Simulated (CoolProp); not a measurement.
The fluid at 293.15 K and 0.109 MPa is throttled through a valve to 0.00596 MPa with no heat exchange. The same conditions are run with several fluids, on thermodynamics alone (safety and materials aside).

Model: reference Helmholtz-energy equation of state of each fluid (carbon monoxide: Lemmon 2006; R115: Lemmon 2016; C2F6 (R116): Lemmon 2006; isobutene: Lemmon 2005; R134a: Tillner-Roth 1994), in CoolProp.

```
fluid            temperature change (K)  final density (kg/m³)
---------------  ----------------------  ---------------------
carbon monoxide                       ?                 0.0686
R115                                  ?                      ?
C2F6 (R116)                           ?                  0.339
isobutene                          -3.0                  0.139
R134a                                 ?                      ?
```

Problem. Fill in the missing entries.

Solution. 
- carbon monoxide, temperature change (K): -0.3
- R115, temperature change (K): -1.4
- R115, final density (kg/m³): 0.380
- C2F6 (R116), temperature change (K): -0.9
- R134a, temperature change (K): -2.4
- R134a, final density (kg/m³): 0.252
